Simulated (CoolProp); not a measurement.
Saturation properties of R113.

The numbers come from the reference Helmholtz-energy equation of state, Marx 1992 in CoolProp.

```json
[
 {"T (K)": "346", "p (MPa)": "0.2182", "liquid density (kg/m³)": "1444", "vapour Z": "0.9287"},
 {"T (K)": "348.7", "p (MPa)": "0.2350", "liquid density (kg/m³)": "1436", "vapour Z": "0.9248"},
 {"T (K)": "351.4", "p (MPa)": "0.2529", "liquid density (kg/m³)": "1429", "vapour Z": "0.9208"},
 {"T (K)": "354.1", "p (MPa)": "0.2717", "liquid density (kg/m³)": "1422", "vapour Z": "0.9166"},
 {"T (K)": "356.8", "p (MPa)": "0.2916", "liquid density (kg/m³)": "1415", "vapour Z": "0.9123"},
 {"T (K)": "359.5", "p (MPa)": "0.3126", "liquid density (kg/m³)": "1407", "vapour Z": "0.9079"},
 {"T (K)": "362.2", "p (MPa)": "0.3347", "liquid density (kg/m³)": "1400", "vapour Z": "(withheld)"},
 {"T (K)": "364.9", "p (MPa)": "(withheld)", "liquid density (kg/m³)": "1392", "vapour Z": "0.8985"},
 {"T (K)": "367.6", "p (MPa)": "0.3824", "liquid density (kg/m³)": "1385", "vapour Z": "0.8937"},
 {"T (K)": "370.3", "p (MPa)": "(withheld)", "liquid density (kg/m³)": "1377", "vapour Z": "0.8886"},
 {"T (K)": "373", "p (MPa)": "0.4351", "liquid density (kg/m³)": "1369", "vapour Z": "0.8834"},
 {"T (K)": "375.7", "p (MPa)": "0.4634", "liquid density (kg/m³)": "1361", "vapour Z": "0.8781"},
 {"T (K)": "378.4", "p (MPa)": "0.4930", "liquid density (kg/m³)": "1353", "vapour Z": "0.8726"},
 {"T (K)": "381.1", "p (MPa)": "0.5241", "liquid density (kg/m³)": "(withheld)", "vapour Z": "0.8670"}
]
```

Q: Fill in the missing entries.

A: 
- 362.2, vapour Z: 0.9033
- 364.9, p (MPa): 0.3580
- 370.3, p (MPa): 0.4081
- 381.1, liquid density (kg/m³): 1345

It boils at 320.7 K under 1 atm.
